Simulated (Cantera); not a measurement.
Charge: 1 mol CS2, 2.2 mol H2, held at 1048 K and 0.540 bar.

These are equilibrium values from Cantera (NASA tables, ideal gas, pure condensed phases), not measurements of a reactor. Candidate condensed phases: C, C6H6, C7H8, C8H18, S; 83 gas species. Gases not in the tables: S3 to S7. Equilibrium is a limit: real reactors are often held back by kinetics, nucleation or transport.

Base state: H2S 0.779, H2 0.175, CS2 0.0395, S2 0.00538, CH4 0.000963, SH 3.79e-5 (mole fractions); condensed: C(graphite).

Question: What changes in the equilibrium state with this change: pressure from 0.540 bar to 13.3 mbar?

Answer: 
```csv
species,before,after
H2S,0.779,0.477
H2,0.175,0.374
CS2,0.0395,0.131
S2,0.00538,0.0178
CH4,0.000963,0.000109
SH,3.79e-5,0.000101
"C(graphite), mol",0.907,0.662
```

Question: What changes in the equilibrium state with this change: temperature from 1048 K to 2050 K?

Answer: 
```tsv
species	before	after
H2	0.175	0.627
CS2	0.0395	0.207
H2S	0.779	0.0532
CS	9.67e-8	0.0447
SH	3.79e-5	0.0141
S2	0.00538	0.0499
C2H2 (acetylene)	<1e-9	0.000666
S	2.27e-9	0.00133
H	4.39e-9	0.00244
CH4	0.000963	7.91e-5
C(graphite), mol	0.907	0.193
```

Question: What changes in the equilibrium state with this change: pressure from 0.540 bar to 1.33 mbar?

Answer: 
```csv
species,before,after
H2,0.175,0.519
H2S,0.779,0.257
CS2,0.0395,0.197
S2,0.00538,0.0269
CH4,0.000963,2.09e-5
SH,3.79e-5,0.000146
"C(graphite), mol",0.907,0.441
```
